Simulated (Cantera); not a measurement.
Charge: 1 mol HMDSO, 6.6 mol O₃, 1.8 mol N₂, at 13.3 mbar.

These are equilibrium values from Cantera (NASA tables, ideal gas, pure condensed phases), not measurements of a reactor. Candidate condensed phases: C, C₆H₆, C₇H₈, C₈H₁₈, H₂O, Si, SiC, SiO₂, Si₂N₂O, Si₃N₄; 151 gas species. The feed counts by its element totals alone. Equilibrium is a limit: real reactors are often held back by kinetics, nucleation or transport. All values below are at 823 K.

Base state: H₂O 0.336, CO₂ 0.307, H₂ 0.200, N₂ 0.107, CO 0.0504 (mole fractions); condensed: SiO₂(α-quartz).

What changes in the equilibrium state with this change: O₃ from 6.6 to 0.11 mol?


```tsv
species	before	after
H₂	0.200	0.897
N₂	0.107	0.0927
CH₄	2.62e-6	0.0100
H₂O	0.336	4.77e-6
CO₂	0.307	<1e-9
CO	0.0504	3.01e-5
SiO₂(α-quartz), mol	2.00	0.220
C(graphite), mol	0	5.90
Si₂N₂O(s), mol	0	0.890
```
N₂ is the only nitrogen source here; it is nearly inert below about 1500 K, so the nitride shown seldom forms there in practice.
